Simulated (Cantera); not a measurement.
**SiO2 + Al2O3 + N2 (silicates and aluminates)**

A closed system holds: 1 mol SiO2, 0.47 mol Al2O3, 0.47 mol N2, equilibrated at 10.0 Pa.

Cantera equilibrium calculation (NASA polynomials, part measured and part estimated; ideal gas, pure solids and liquids). Candidate condensed phases: Al, AlN, Al2O3, Al2SiO5, Al6Si2O13, Si, SiO2, Si2N2O, Si3N4; 23 gas species. Mutual solubility and eutectic melting of coexisting phases are not modelled. The tables hold silica as quartz up to 1696 K and as liquid above; real silica turns to tridymite and cristobalite and melts near 1996 K. Condensed phases not in the tables: alloys, solid solutions and most ternary compounds. Rates play no part.

```
T (K)   x N2     x SiO      x NO      x O2       x O  n Al2SiO5(andalusite)  n SiO2(β-quartz)  n Al6Si2O13(mullite)
-----  -----  --------  --------  --------  --------  ---------------------  ----------------  --------------------
850     1.00    <1e-12    <1e-12    <1e-12    <1e-12                  0.470             0.530                     0
950     1.00    <1e-12    <1e-12    <1e-12    <1e-12                  0.470             0.530                     0
1050    1.00    <1e-12    <1e-12    <1e-12    <1e-12                  0.470             0.530                     0
1150    1.00  6.30e-11  6.29e-11    <1e-12    <1e-12                  0.470             0.530                     0
1250    1.00   2.61e-9   2.56e-9  1.36e-11  2.55e-11                  0.470             0.530                     0
1350    1.00   6.37e-8   5.81e-8   1.90e-9   1.84e-9                      0             0.687                 0.157
1450   1.000   1.08e-6   7.86e-7   1.13e-7   6.76e-8                      0             0.687                 0.157
```
x: gas mole fraction; n: condensed amount in mol.

From 850 K to 1250 K the condensed part is Al2SiO5(andalusite) + SiO2(β-quartz). From 1350 K to 1450 K the condensed part is Al6Si2O13(mullite) + SiO2(β-quartz).
